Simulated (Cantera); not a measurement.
Input: 1 mol Si, 0.93 mol HCl, 4.9 mol H2, at 1 atm.

Cantera equilibrium calculation (NASA polynomials, part measured and part estimated; ideal gas, pure solids and liquids). Candidate condensed phases: Si; 19 gas species. The tables' values for SiCl3 are old estimates; treat these amounts as uncertain. Kinetics and transport are ignored.

log p: log10 of the partial pressure in bar; n: condensed amount in mol.

| T (K) | log p H2 | log p HCl | log p SiCl4 | log p SiHCl3 | log p SiCl2 | log p SiCl3 | log p SiH2Cl2 | n Si(s) |
|---|---|---|---|---|---|---|---|---|
| 848 | -0.02 | -2.74 | -1.60 | -1.67 | -5.39 | -4.42 | -2.79 | 0.736 |
| 898 | -0.02 | -2.50 | -1.60 | -1.68 | -4.84 | -4.07 | -2.78 | 0.738 |
| 948 | -0.02 | [?] | -1.61 | -1.69 | [?] | -3.75 | -2.77 | 0.742 |
| 998 | -0.02 | -2.09 | -1.62 | -1.71 | -3.93 | -3.47 | -2.76 | 0.746 |
| 1048 | -0.02 | -1.92 | -1.63 | -1.72 | -3.54 | -3.22 | -2.76 | 0.752 |
| 1098 | -0.02 | -1.76 | -1.65 | -1.75 | -3.20 | -3.00 | -2.76 | 0.758 |
| 1148 | -0.02 | -1.63 | -1.68 | -1.78 | -2.89 | -2.81 | -2.77 | 0.766 |
| 1198 | -0.03 | [?] | -1.72 | -1.82 | [?] | -2.64 | -2.79 | 0.775 |
| 1248 | -0.03 | -1.40 | -1.79 | -1.87 | -2.37 | -2.51 | -2.82 | 0.783 |
| 1298 | -0.03 | -1.31 | -1.87 | -1.94 | -2.16 | -2.40 | -2.86 | 0.791 |
| 1348 | -0.04 | -1.24 | -1.98 | -2.03 | -1.99 | -2.33 | -2.91 | 0.797 |
| 1398 | -0.04 | -1.18 | -2.12 | -2.14 | -1.84 | -2.30 | -2.98 | 0.801 |
| 1448 | -0.04 | -1.13 | -2.30 | -2.27 | -1.73 | -2.30 | -3.06 | 0.802 |

Task: What belongs in the gaps?

Result: 
- 948, log p HCl: -2.28
- 948, log p SiCl2: -4.36
- 1198, log p HCl: -1.51
- 1198, log p SiCl2: -2.61
